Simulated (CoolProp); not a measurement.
cis-2-butene at 281.74 K and 1.5 MPa is throttled through a valve to 0.619 MPa with no heat exchange. Each further row changes one setting.

Values from CoolProp's reference Helmholtz-energy equation of state, Lemmon 2005. It is a short technical equation, of lower accuracy than the large ones.

```json
[
 {"case": "as stated", "temperature change (K)": "+0.3", "final density (kg/m³)": "635"},
 {"case": "outlet pressure 0.186 MPa", "temperature change (K)": "+0.5", "final density (kg/m³)": "634"},
 {"case": "outlet pressure 0.805 MPa", "temperature change (K)": "+0.3", "final density (kg/m³)": "635"}
]
```
